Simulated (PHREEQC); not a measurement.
1 kg of water holding 17 mmol/kgw K2CO3, 53 mmol/kgw KHCO3 and 89 mmol/kgw K2SO4 is evaporated at 25 °C; the solids stay in contact with the brine. CO2 is held at log p = -3.4 (atm). The run lets Arcanite, Kalicinite, Misenite precipitate or redissolve, and no other solid.

Equilibrium calculation in PHREEQC: Pitzer model, pitzer.dat.

```
water left (kg)  ionic strength  water activity  Arcanite (mol)  Kalicinite (mol)  C in solution (mol/kgw)  S in solution (mol/kgw)  K in solution (mol/kgw)
---------------  --------------  --------------  --------------  ----------------  -----------------------  -----------------------  -----------------------
1                         0.377           0.994               0                 0                   0.0636                   0.0890                    0.265
0.6757                    0.563           0.991               0                 0                   0.0896                    0.132                    0.392
0.5554                    0.687           0.990               0                 0                    0.107                    0.160                    0.477
0.4565                    0.839           0.988               0                 0                    0.127                    0.195                    0.580
0.3085                     1.25           0.983               0                 0                    0.180                        ?                    0.859
0.2085                     1.86           0.975               0                 0                    0.257                    0.427                     1.27
0.1714                     2.16           0.971         0.00601                 0                    0.308                    0.484                     1.48
0.141                      2.23           0.970               ?                 0                    0.369                    0.457                     1.53
0.09537                    2.47           0.966          0.0517                 0                    0.531                    0.391                     1.69
0.06455                    2.87               ?          0.0688                 0                    0.767                    0.313                     1.97
0.05313                    3.17           0.954          0.0746                 0                    0.923                    0.272                     2.18
0.04374                    3.56           0.947          0.0789                 0                     1.11                    0.230                     2.45
0.0297                     4.70           0.927          0.0845                 0                     1.61                    0.152                     3.23
0.02019                    6.52           0.891          0.0872                 0                     2.36                   0.0868                     4.48
0.01668                    7.77           0.865          0.0880                 0                     2.85                   0.0613                     5.34
0.01378                    9.30               ?               ?                 0                     3.45                   0.0408                     6.40
0.009422                   13.4           0.729          0.0889                 0                     5.12                   0.0152                     9.26
0.006312                   15.1           0.685          0.0889            0.0208                     5.88                   0.0104                     10.5
0.005133                   15.1           0.685          0.0889            0.0331                     5.88                   0.0104                     10.5
```

Complete the blanks.


- 0.3085, S in solution (mol/kgw): 0.288
- 0.141, Arcanite (mol): 0.0246
- 0.06455, water activity: 0.959
- 0.01378, water activity: 0.830
- 0.01378, Arcanite (mol): 0.0884
